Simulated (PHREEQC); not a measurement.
1 kg of water holding 0.0064 mol NaCl and 0.25 mol MgBr2 is evaporated at 20 °C; the solids stay in contact with the brine. CO2 from the air is kept out. The run lets Bischofite, Brucite, Halite, MgCl2_4H2O precipitate or redissolve, and no other solid.

The numbers come from PHREEQC with the Pitzer model, pitzer.dat.

| water left (kg) | ionic strength | water activity | Br in solution (mol/kgw) |
|---|---|---|---|
| 1 | 0.756 | 0.987 | 0.500 |
| 0.8219 | 0.920 | 0.984 | 0.608 |
| 0.6755 | 1.12 | 0.981 | 0.740 |
| 0.5552 | 1.36 | 0.976 | 0.901 |
| 0.4563 | 1.66 | 0.970 | 1.10 |
| 0.375 | 2.02 | 0.961 | 1.33 |
| 0.3082 | 2.45 | 0.951 | 1.62 |
| 0.2533 | 2.99 | 0.936 | 1.97 |
| 0.2082 | 3.63 | 0.917 | 2.40 |
| 0.1711 | 4.42 | 0.890 | 2.92 |
| 0.1407 | 5.38 | 0.854 | 3.55 |

Complexes and solids missing from the database can't appear.
